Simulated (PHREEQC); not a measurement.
Spent oxide etchant: speciation

Solution (25 °C): 0.085 mol HF, 0.032 mol H2SiF6, 0.17 mol HBF4, 0.052 mol HCl and 0.031 mol NaCl per kg of water. Closed to the air; pH follows from the charge balance.

Computed with PHREEQC (ion-association model, wateq4f.dat).

This is a speciation only: nothing precipitates in the calculation.

Question: Estimate the pH, ionic strength.

Answer: pH 0.65; ionic strength 0.349 mol/kgw.

Question: In which forms is F present?

Answer: BF4- 71 %, SiF6-2 20 %, HF 6.6 %, H2F2 2.3 % of the F.

SiF6-2 is the database's only silicon fluoride. Real BF4- forms and hydrolyses slowly; the run takes it at equilibrium.
